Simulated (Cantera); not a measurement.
An isothermal, constant-pressure homogeneous reactor starts with CH4 : N2 = 1 : 11 (molar parts), at 1800 K and 0.133 bar. Integrator tolerance rtol = 1e-08.

Computed with Cantera and GRI-Mech 3.0 (53 species, 325 reactions). GRI-Mech 3.0 stops at C3 and has no aromatics, soot or wall deposition, so with more carbon than oxygen in the feed, carbon stays in small species such as C2H2 where larger ones or solid carbon would form.

Question: What does this change do: temperature 1800 to 1298 K?

Answer: 
```json
[
 {"quantity": "x(CH4) at 10.0 s", "before": "5.68e-5 (gas-phase equilibrium 3.04e-5)", "after": "0.0818 (gas-phase equilibrium 0.00576)"},
 {"quantity": "x(HCN) at 10.0 s", "before": "3.58e-5 (gas-phase equilibrium 0.0564)", "after": "<1e-12 (gas-phase equilibrium 0.0430)"},
 {"quantity": "x(CH2) at 10.0 s", "before": "1.09e-8 (gas-phase equilibrium 5.85e-9)", "after": "6.19e-11 (gas-phase equilibrium 5.62e-12)"},
 {"quantity": "x(H) at 10.0 s", "before": "0.000335 (gas-phase equilibrium 0.000335)", "after": "1.58e-8 (gas-phase equilibrium 9.66e-7)"},
 {"quantity": "x(C2H) at 10.0 s", "before": "9.78e-7 (gas-phase equilibrium 2.61e-7)", "after": "1.45e-12 (gas-phase equilibrium 5.47e-11)"},
 {"quantity": "x(H2) at 10.0 s", "before": "0.115 (gas-phase equilibrium 0.115)", "after": "0.00176 (gas-phase equilibrium 0.107)"}
]
```

Question: What does this change do: pressure from 0.133 bar to 0.450 bar?

Answer: 
```csv
quantity,before,after
x(CH4) at 10.0 s,5.68e-5 (gas-phase equilibrium 3.04e-5),0.000197 (gas-phase equilibrium 0.000103)
x(HCN) at 10.0 s,3.58e-5 (gas-phase equilibrium 0.0564),3.13e-5 (gas-phase equilibrium 0.0563)
x(CH2) at 10.0 s,1.09e-8 (gas-phase equilibrium 5.85e-9),1.12e-8 (gas-phase equilibrium 5.84e-9)
x(H) at 10.0 s,0.000335 (gas-phase equilibrium 0.000335),0.000182 (gas-phase equilibrium 0.000182)
x(C2H) at 10.0 s,9.78e-7 (gas-phase equilibrium 2.61e-7),5.31e-7 (gas-phase equilibrium 1.42e-7)
x(H2) at 10.0 s,0.115 (gas-phase equilibrium 0.115),0.115 (gas-phase equilibrium 0.115)
```

Question: What does this change do: 1.2 parts H2O added?

Answer: 
```
quantity                                             before                                      after
----------------  -----------------------------------------  -----------------------------------------
x(CH4) at 10.0 s    5.68e-5 (gas-phase equilibrium 3.04e-5)  0.000229 (gas-phase equilibrium 1.59e-10)
x(HCN) at 10.0 s     3.58e-5 (gas-phase equilibrium 0.0564)    6.57e-5 (gas-phase equilibrium 1.23e-7)
x(CH2) at 10.0 s    1.09e-8 (gas-phase equilibrium 5.85e-9)     2.54e-8 (gas-phase equilibrium <1e-12)
x(H) at 10.0 s    0.000335 (gas-phase equilibrium 0.000335)  0.000432 (gas-phase equilibrium 0.000440)
x(C2H) at 10.0 s    9.78e-7 (gas-phase equilibrium 2.61e-7)     9.22e-9 (gas-phase equilibrium <1e-12)
x(H2) at 10.0 s         0.115 (gas-phase equilibrium 0.115)        0.196 (gas-phase equilibrium 0.198)
```
